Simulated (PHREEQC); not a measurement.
Synthetic water in mg/L, 20 °C, pH 3.09, pe 9:

```csv
constituent,mg/L
Na,164
K,63.7
Ca,53.9
Mg,31.9
Cl,22.4
S(6) as SO4,869
Mn(2),1.36
N(5) as NO3,1.75
Fe(3),69.1
Cu(2),1.12
F,0.0273
```

Valence states are taken as typed.

Computed with PHREEQC (ion-association model, wateq4f.dat).

| quantity | before | after |
|---|---|---|
| ionic strength (mol/kgw) | 0.0239 | 0.0228 |
| SO4-2 (mol/kgw) | 0.00678 | 0.00639 |
| Ca+2 (mol/kgw) | 0.000954 | 0.000882 |
| Mg+2 (mol/kgw) | 0.000907 | 0.000623 |
| FeSO4+ (mol/kgw) | 0.000845 | 0.000349 |
| MgSO4 (mol/kgw) | 0.000407 | 0.000691 |
| SI of Gypsum (CaSO4:2H2O) | -1.10 | -1.11 |
| SI of Goethite (FeOOH) | +5.38 | +6.08 |

Task: Which change was made?
A. all concentrations times 3 at the same typed pH
B. temperature from 20 to 65 °C at the same typed pH
C. Fe(3) from 69.1 to 207 mg/L

Result: B, temperature from 20 to 65 °C at the same typed pH

Precipitation was switched off in this run. Some of these states are supersaturated (in Jarosite-K, Jarosite-Na, for instance). Constants without temperature data keep their 25 °C values here. Fluoro complexes past AlF4- and FeF3 are missing from the database.
